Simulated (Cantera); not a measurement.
Equilibrium for silicon carbide growth: SiH₄ + C₂H₂ + H₂

Feed: 1 mol SiH₄, 0.02 mol C₂H₂, 2.5 mol H₂, at 285 Torr.

Equilibrium computed with Cantera from the NASA thermochemical tables; the gas is ideal and each condensed phase is pure. Candidate condensed phases: C, C₆H₆, C₇H₈, C₈H₁₈, Si, SiC; 87 gas species. Mutual solubility and eutectic melting of coexisting phases are not modelled. Gases not in the tables: Si₂H₆ and higher silanes. The numbers say what is thermodynamically allowed, not how fast it happens.

| T (°C) | x H₂ | x H | x SiH₂ | x CH₄ | n Si(s) | n SiC(s) | n Si(l) |
|---|---|---|---|---|---|---|---|
| 825 | 1.000 | 4.01e-8 | 1.25e-9 | 1.19e-5 | 0.960 | 0.0399 | 0 |
| 925 | 1.000 | 3.08e-7 | 1.14e-8 | 1.01e-5 | 0.960 | 0.0400 | 0 |
| 1025 | 1.000 | 1.74e-6 | 7.39e-8 | 8.87e-6 | 0.960 | 0.0400 | 0 |
| 1125 | 1.000 | 7.68e-6 | 3.66e-7 | 7.89e-6 | 0.960 | 0.0400 | 0 |
| 1225 | 1.000 | 2.79e-5 | 1.46e-6 | 7.13e-6 | 0.960 | 0.0400 | 0 |
| 1325 | 1.000 | 8.63e-5 | 4.89e-6 | 6.53e-6 | 0.960 | 0.0400 | 0 |
| 1425 | 1.000 | 0.000235 | 1.40e-5 | 6.15e-6 | 0 | 0.0400 | 0.960 |
x: gas mole fraction; n: condensed amount in mol.

From 825 °C to 1325 °C the condensed part is Si(s) + SiC(s). At 1425 °C the condensed part is Si(l) + SiC(s). The main Si-bearing gas is SiH₄ at 825 °C and SiH₂ at 1425 °C.
